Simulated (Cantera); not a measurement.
An adiabatic, constant-pressure homogeneous reactor starts with H2 : O2 : N2 : H2O = 1 : 0.521 : 1.96 : 0.53 (molar parts), equivalence ratio 0.96, at 1500 K and 1000000 Pa. Integrator tolerance rtol = 1e-08.

Detailed kinetics in Cantera: GRI-Mech 3.0 (53 species, 325 reactions). The hydrogen kinetics of GRI-Mech 3.0 are dated; newer H2 mechanisms differ, most at raised pressure.

Task: What does this change do: H2 1 to 2 parts?

Result: 
| quantity | before | after |
|---|---|---|
| time of steepest temperature rise | 2.35 µs | 2.22 µs |
| temperature at 0.200 s | 2833 K | 2790 K |
| equilibrium temperature | 2833 K | 2790 K |
| x(H2) at 0.200 s | 0.0282 (gas-phase equilibrium 0.0282) | 0.209 (gas-phase equilibrium 0.209) |
| x(O2) at 0.200 s | 0.0115 (gas-phase equilibrium 0.0115) | 0.000118 (gas-phase equilibrium 0.000118) |
| x(H2O) at 0.200 s | 0.385 (gas-phase equilibrium 0.385) | 0.341 (gas-phase equilibrium 0.341) |
| x(O) at 0.200 s | 0.00211 (gas-phase equilibrium 0.00211) | 0.000180 (gas-phase equilibrium 0.000180) |
| x(N2O) at 0.200 s | 1.10e-6 (gas-phase equilibrium 1.10e-6) | 8.36e-8 (gas-phase equilibrium 8.36e-8) |
| x(H2O2) at 0.200 s | 1.74e-6 (gas-phase equilibrium 1.74e-6) | 1.44e-7 (gas-phase equilibrium 1.44e-7) |
| x(H) at 0.200 s | 0.00492 (gas-phase equilibrium 0.00492) | 0.0115 (gas-phase equilibrium 0.0115) |

Task: What does this change do: constant volume in place of constant pressure?

Result: 
```
quantity                                                            before                                    after
---------------------------------  ---------------------------------------  ---------------------------------------
time of steepest temperature rise                                  2.35 µs                                  2.28 µs
temperature at 0.200 s                                              2833 K                                   2999 K
equilibrium temperature                                             2833 K                                   2999 K
x(H2) at 0.200 s                     0.0282 (gas-phase equilibrium 0.0282)    0.0351 (gas-phase equilibrium 0.0351)
x(O2) at 0.200 s                     0.0115 (gas-phase equilibrium 0.0115)    0.0126 (gas-phase equilibrium 0.0126)
x(H2O) at 0.200 s                      0.385 (gas-phase equilibrium 0.385)      0.372 (gas-phase equilibrium 0.372)
x(O) at 0.200 s                    0.00211 (gas-phase equilibrium 0.00211)  0.00300 (gas-phase equilibrium 0.00300)
x(N2O) at 0.200 s                  1.10e-6 (gas-phase equilibrium 1.10e-6)  1.92e-6 (gas-phase equilibrium 1.92e-6)
x(H2O2) at 0.200 s                 1.74e-6 (gas-phase equilibrium 1.74e-6)  3.06e-6 (gas-phase equilibrium 3.06e-6)
x(H) at 0.200 s                    0.00492 (gas-phase equilibrium 0.00492)  0.00699 (gas-phase equilibrium 0.00699)
```
Above 3000 K some thermodynamic fits are extrapolated.
